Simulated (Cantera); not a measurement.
FeS₂ + H₂ + N₂ (hydrogen reduction and annealing atmospheres)

A closed system holds: 1 mol FeS₂, 670 mol H₂, 0.45 mol N₂, equilibrated at 1527 °C.

These are equilibrium values from Cantera (NASA tables, ideal gas, pure condensed phases), not measurements of a reactor. Candidate condensed phases: Fe, FeS, FeS₂, S; 16 gas species. Equilibrium is a limit: real reactors are often held back by kinetics, nucleation or transport.

| P (Pa) | x H₂ | x H | x H₂S | x Fe | n Fe(δ) |
|---|---|---|---|---|---|
| 10 | 0.960 | 0.0351 | 0.000186 | 0.00146 | 0 |
| 36 | 0.977 | 0.0186 | 0.000412 | 0.00147 | 0 |
| 130 | 0.985 | 0.00986 | 0.000792 | 0.00148 | 0 |
| 460 | 0.990 | 0.00525 | 0.00132 | 0.00148 | 0 |
| 1700 | 0.992 | 0.00274 | 0.00192 | 0.00149 | 0 |
| 6000 | 0.994 | 0.00146 | 0.00239 | 0.000491 | 0.670 |
| 22000 | 0.995 | 0.000762 | 0.00268 | 0.000134 | 0.910 |
| 77000 | 0.996 | 0.000407 | 0.00283 | 3.83e-5 | 0.974 |
| 280000 | 0.996 | 0.000214 | 0.00291 | 1.05e-5 | 0.993 |
| 1000000 | 0.996 | 0.000113 | 0.00294 | 2.95e-6 | 0.998 |
x: gas mole fraction; n: condensed amount in mol.

From 10.0 Pa to 17.0 mbar nothing is condensed. From 60.0 mbar to 10.0 bar the condensed part is Fe(δ). The main Fe-bearing gas is Fe throughout.
